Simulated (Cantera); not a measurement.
Feed: 1 mol Si2H6, a varied amount of N2O, equilibrated at 1625 °C and 0.100 bar.

Cantera equilibrium calculation (NASA polynomials, part measured and part estimated; ideal gas, pure solids and liquids). Candidate condensed phases: H2O, Si, SiO2, Si2N2O, Si3N4; 35 gas species. The feed counts by its element totals alone. The tables hold silica as quartz up to 1696 K and as liquid above; real silica turns to tridymite and cristobalite and melts near 1996 K. Gases not in the tables: Si(OH)4. Kinetics and transport are ignored.

**Question.** At 9.5 mol N2O, list the 4 most abundant gas species with their mole fractions, and the condensed phases.

**Answer.** N2 0.689, H2O 0.216, O2 0.0885, NO 0.00346. Condensed: SiO2(condensed).
